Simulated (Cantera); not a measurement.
Equilibrium for calcination and drying: KOH + H₂O

A closed system holds: 1 mol KOH, 0.2 mol H₂O, at 1200 K.

Cantera equilibrium calculation (NASA polynomials, part measured and part estimated; ideal gas, pure solids and liquids). Candidate condensed phases: H₂O, K, KOH, KO₂, K₂O, K₂O₂; 15 gas species. Rates play no part.

| P (Pa) | x H₂O | x KOH | x K | x K₂(OH)₂ | n KOH(l) |
|---|---|---|---|---|---|
| 10 | 0.179 | 0.780 | 0.0328 | 0.000143 | 0 |
| 36 | 0.173 | 0.807 | 0.0159 | 0.000551 | 0 |
| 130 | 0.170 | 0.819 | 0.00748 | 0.00205 | 0 |
| 460 | 0.169 | 0.819 | 0.00351 | 0.00726 | 0 |
| 1700 | 0.172 | 0.801 | 0.00156 | 0.0256 | 0 |
| 6000 | 0.547 | 0.427 | 0.000278 | 0.0258 | 0.825 |
| 22000 | 0.876 | 0.117 | 3.53e-5 | 0.00703 | 0.970 |
| 77000 | 0.965 | 0.0333 | 4.83e-6 | 0.00201 | 0.992 |
| 280000 | 0.990 | 0.00916 | 5.76e-7 | 0.000552 | 0.998 |
| 1000000 | 0.997 | 0.00256 | 6.93e-8 | 0.000155 | 0.999 |
x: gas mole fraction; n: condensed amount in mol.

From 0.000100 bar to 0.0170 bar nothing is condensed. From 0.0600 bar to 10.0 bar the condensed part is KOH(l). The main K-bearing gas is KOH throughout.
